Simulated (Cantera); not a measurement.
Charge: 1 mol V2O5, 8.2 mol H2, 0.85 mol N2, equilibrated at 22.0 Pa.

Equilibrium computed with Cantera from the NASA thermochemical tables; the gas is ideal and each condensed phase is pure. Candidate condensed phases: H2O, V, VN, VO, V2O3, V2O4, V2O5; 28 gas species. Condensed phases not in the tables: the oxides between V2O3 and V2O5 other than VO2. Rates play no part.

At 600 °C, list the 3 most abundant gas species with their mole fractions, and the condensed phases.

H2 0.685, H2O 0.221, N2 0.0939. Condensed: V2O3(s).
